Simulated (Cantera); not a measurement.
## Zr + N2 (tantalum, niobium, vanadium and zirconium in process gases)

Feed: 1 mol Zr, 6.3 mol N2, equilibrated at 1102 °C and 61.0 mbar.

These are equilibrium values from Cantera (NASA tables, ideal gas, pure condensed phases), not measurements of a reactor. Candidate condensed phases: Zr, ZrN; 4 gas species. ZrN: taken at fixed stoichiometry. Rates play no part.

```yaml
x(N2): 1.00
n(ZrN(s)): 1.00 mol
gas_amount: 5.800 mol
log10 activity of Zr(β) (absent): -8.42
```
